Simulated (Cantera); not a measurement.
Feed: 1 mol Al2O3, 17 mol Cl2, 0.22 mol O2, at 873.15 K and 2.60 mbar.

Method: chemical equilibrium by Gibbs-energy minimisation in Cantera with the NASA 1993 tables (ideal gas, pure condensed phases). Candidate condensed phases: Al, AlCl3, Al2O3; 17 gas species. Condensed phases not in the tables: AlOCl. Rates play no part.

Base state: Cl2 0.986, O2 0.0128, Cl 0.000865 (mole fractions); condensed: Al2O3(s).

Task: What changes in the equilibrium state with this change: temperature from 873.15 K to 1275 K?

Result: 
```json
[
 {"species": "Cl2", "before": "0.986", "after": "0.812"},
 {"species": "Cl", "before": "0.000865", "after": "0.175"},
 {"species": "O2", "before": "0.0128", "after": "0.0125"},
 {"species": "AlCl3", "before": "3.12e-8", "after": "0.00112"},
 {"species": "ClO", "before": "4.59e-7", "after": "3.41e-5"},
 {"species": "Al2O3(s), mol", "before": "1.00", "after": "0.989"}
]
```

Task: What changes in the equilibrium state with this change: pressure from 2.60 mbar to 1.40 Pa?

Result: 
```tsv
species	before	after
Cl2	0.986	0.976
O2	0.0128	0.0127
Cl	0.000865	0.0117
Al2O3(s), mol	1.00	1.000
```

Task: What changes in the equilibrium state with this change: temperature from 873.15 K to 1073 K?

Result: 
| species | before | after |
|---|---|---|
| Cl2 | 0.986 | 0.967 |
| Cl | 0.000865 | 0.0207 |
| O2 | 0.0128 | 0.0127 |
| AlCl3 | 3.12e-8 | 1.81e-5 |
| Al2O3(s), mol | 1.00 | 1.000 |
